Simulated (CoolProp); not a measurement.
Isobutene along the isobar 4.88 MPa: density (kg/m³) from the reference equation and from simpler models built on Tc = 418.1 K, pc = 4.016 MPa, ω = 0.193; each cubic takes its own stable root.

Computed with CoolProp (reference Helmholtz-energy equation of state, Lemmon 2005). It is a short technical equation, of lower accuracy than the large ones.

```csv
T (K),phase,reference
292.1,liquid,603.5
312.7,liquid,579.0
333.3,liquid,552.5
353.9,liquid,523.0
374.4,liquid,488.9
395,liquid,446.1
415.6,liquid,381.2
436.2,supercritical,178.2
456.8,supercritical,121.1
477.4,supercritical,101.3
498,supercritical,89.43
518.6,supercritical,81.12
539.2,supercritical,74.77
```

**Question.** How far does each simpler model (van der Waals, Redlich-Kwong, Soave-Redlich-Kwong, Peng-Robinson) lie from the reference over these 13 states: mean and median of the absolute difference, and the worst?

**Answer.** 
- van der Waals: mean 21.2 %, median 31.6 %, worst -36.2 % at 292.1 K and 4.88 MPa
- Redlich-Kwong: mean 7.3 %, median 8.8 %, worst -17.5 % at 415.6 K and 4.88 MPa
- Soave-Redlich-Kwong: mean 7.0 %, median 6.8 %, worst -17.1 % at 415.6 K and 4.88 MPa
- Peng-Robinson: mean 2.8 %, median 1.5 %, worst -8.0 % at 415.6 K and 4.88 MPa
